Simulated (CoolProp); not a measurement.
Vapour-liquid equilibrium of fluoroethane (R161) (1) + R227EA (2) at 0.355 MPa; x and y are mole fractions of (1).

Values from CoolProp's multi-fluid Helmholtz-energy mixture model, Wu 2012 and Lemmon 2016; pair parameters Bell 2016.

```json
[
 {"x": "0.05", "bubble temperature, mixture model (K)": "290.1", "bubble temperature, Raoult's law (K)": "288.7", "y, mixture model": "0.057", "y, Raoult's law": "0.100"},
 {"x": "0.15", "bubble temperature, mixture model (K)": "289.1", "bubble temperature, Raoult's law (K)": "285.6", "y, mixture model": "0.192", "y, Raoult's law": "0.273"},
 {"x": "0.25", "bubble temperature, mixture model (K)": "287.3", "bubble temperature, Raoult's law (K)": "282.8", "y, mixture model": "0.343", "y, Raoult's law": "0.417"},
 {"x": "0.35", "bubble temperature, mixture model (K)": "284.8", "bubble temperature, Raoult's law (K)": "280.1", "y, mixture model": "0.491", "y, Raoult's law": "0.539"},
 {"x": "0.45", "bubble temperature, mixture model (K)": "281.9", "bubble temperature, Raoult's law (K)": "277.7", "y, mixture model": "0.624", "y, Raoult's law": "0.642"},
 {"x": "0.55", "bubble temperature, mixture model (K)": "278.8", "bubble temperature, Raoult's law (K)": "275.5", "y, mixture model": "0.734", "y, Raoult's law": "0.730"},
 {"x": "0.65", "bubble temperature, mixture model (K)": "275.8", "bubble temperature, Raoult's law (K)": "273.4", "y, mixture model": "0.822", "y, Raoult's law": "0.806"},
 {"x": "0.75", "bubble temperature, mixture model (K)": "273.0", "bubble temperature, Raoult's law (K)": "271.4", "y, mixture model": "0.889", "y, Raoult's law": "0.871"},
 {"x": "0.85", "bubble temperature, mixture model (K)": "270.4", "bubble temperature, Raoult's law (K)": "269.6", "y, mixture model": "0.941", "y, Raoult's law": "0.928"},
 {"x": "0.95", "bubble temperature, mixture model (K)": "268.1", "bubble temperature, Raoult's law (K)": "267.8", "y, mixture model": "0.983", "y, Raoult's law": "0.978"}
]
```

The largest gap from Raoult's law is +4.7 K in bubble temperature, at x = 0.35. No azeotrope shows between x = 0.05 and 0.95.

Pair parameters are fitted to limited data, so mixtures are less certain than the pure fluids.
